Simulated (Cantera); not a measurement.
Input (Python, Cantera):

```python
import numpy as np
import cantera as ct

gas = ct.Solution("gri30.yaml")
gas.TPX = 950, 700000, {'CH2O': 0.015, 'O2': 0.0034, 'N2': 1}
inlet = ct.Reservoir(gas, clone=True)

reactor = ct.IdealGasConstPressureReactor(gas, energy="off", clone=False)
exhaust = ct.Reservoir(gas, clone=True)
tau = [2.5, 0.9, 0.33, 0.12, 0.042, 0.015, 0.0055, 0.002, 0.00071, 0.00026][0]
for a, b in ((inlet, reactor), (reactor, exhaust)):
    ct.MassFlowController(a, b, mdot=lambda t: reactor.mass / tau)
net = ct.ReactorNet([reactor])
show = ['CH2O', 'O2', 'OH', 'C2H2', 'NO', 'HO2']

rows = []
print(f"{'tau/s':>10s}{'T/K':>9s}" + "".join(f"{s:>11s}" for s in show))
for tau in [2.5, 0.9, 0.33, 0.12, 0.042, 0.015, 0.0055, 0.002, 0.00071, 0.00026]:
    net.initial_time = 0.0
    net.advance(30 * tau)
    before = gas.X
    net.advance(40 * tau)
    drift = np.max(np.abs(gas.X - before) / (gas.X + 1e-9))
    rows.append([gas.T, *gas[show].X, drift])
    print(f"{tau:10.3e}{gas.T:9.1f}" + "".join(f"{x:11.3e}" for x in gas[show].X))
```

It prints:

```
     tau/s      T/K       CH2O         O2         OH       C2H2         NO        HO2
 2.500e+00    950.0  1.409e-04  2.153e-04  1.327e-09  6.420e-15  7.111e-13  9.745e-07
 9.000e-01    950.0  2.670e-04  3.226e-04  3.387e-09  8.766e-15  5.816e-13  2.042e-06
 3.300e-01    950.0  4.894e-04  4.402e-04  7.926e-09  1.231e-14  4.191e-13  4.001e-06
 1.200e-01    950.0  9.040e-04  5.631e-04  1.677e-08  1.587e-14  2.541e-13  7.569e-06
 4.200e-02    950.0  1.760e-03  6.972e-04  3.083e-08  1.575e-14  1.133e-13  1.411e-05
 1.500e-02    950.0  3.586e-03  8.702e-04  4.303e-08  8.507e-15  3.140e-14  2.450e-05
 5.500e-03    950.0  7.538e-03  1.276e-03  3.783e-08  9.273e-16  3.201e-15  3.608e-05
 2.000e-03    950.0  1.299e-02  2.537e-03  1.242e-08  1.350e-18  5.831e-17  2.940e-05
 7.100e-04    950.0  1.463e-02  3.280e-03  8.604e-10  1.114e-22  8.916e-19  6.141e-06
 2.600e-04    950.0  1.473e-02  3.338e-03  9.577e-12  3.766e-28  4.564e-22  1.856e-07
```

Cantera simulation using GRI-Mech 3.0 (53 species, 325 reactions); the numbers are that mechanism's predictions, not measurements.
